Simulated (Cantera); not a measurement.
A perfectly stirred reactor is fed with CH4 : H2 : O2 : N2 : H2O = 1 : 0.2 : 1.62 : 6.07 : 1.9 (molar parts), at 2.40 bar; it is adiabatic with a 373 K inlet, and is followed from long to short residence time, starting on the burning branch (τ in s: 0.026, 0.015, 0.0082, 0.0046, 0.0026, 0.0015, 0.00083, 0.00047, 0.00026, 0.00015, 8.3e-05).

Computed with Cantera and GRI-Mech 3.0 (53 species, 325 reactions).

Task: Predict: blow-out, bracketed by the residence times tried; x(CH4) at τ = 26.0 ms; x(H2) at τ = 26.0 ms; x(O2) at τ = 26.0 ms; x(N2O) at τ = 26.0 ms; x(CH4) at τ = 1.50 ms; x(H2) at τ = 1.50 ms; x(O2) at τ = 1.50 ms.

Result: 
| Property | Value |
|---|---|
| blow-out, bracketed by the residence times tried | burning at 2.60 ms, out at 1.50 ms |
| x(CH4) at τ = 26.0 ms | 0.00298 |
| x(H2) at τ = 26.0 ms | 0.0408 |
| x(O2) at τ = 26.0 ms | 0.00137 |
| x(N2O) at τ = 26.0 ms | 3.14e-9 |
| x(CH4) at τ = 1.50 ms | 0.0927 |
| x(H2) at τ = 1.50 ms | 0.0185 |
| x(O2) at τ = 1.50 ms | 0.150 |
